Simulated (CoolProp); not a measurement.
Computed with CoolProp (reference Helmholtz-energy equation of state, Thol 2016).

Question: For hexamethyldisiloxane (MM), give the phase and the density (kg/m³), cp (kJ/(kg K)), speed of sound (m/s) at 592.5 K and 14.9 bar.

Answer: 
- 592.5 K and 14.9 bar: gas; density 59.9, cp 2.33, speed of sound 147
